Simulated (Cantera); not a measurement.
Equilibrium for fluorocarbon and chlorocarbon gases: CHF₃ + CH₄

Input: 1 mol CHF₃, 0.49 mol CH₄, held at 1850 °C and 0.188 Torr.

Cantera equilibrium calculation (NASA polynomials, part measured and part estimated; ideal gas, pure solids and liquids). Candidate condensed phases: C, C₆H₆, C₇H₈, C₈H₁₈; 95 gas species. Rates play no part.

| Item | Value |
|---|---|
| x(HF) | 0.982 |
| x(F) | 0.0153 |
| x(H) | 0.00218 |
| x(CF₂) | 0.000145 |
| x(CF) | 0.000125 |
| x(H₂) | 9.25e-5 |
| x(C₃) | 1.92e-6 |
| x(C) | 1.48e-6 |
| n(C(graphite)) | 1.49 mol |
| gas amount | 3.006 mol |
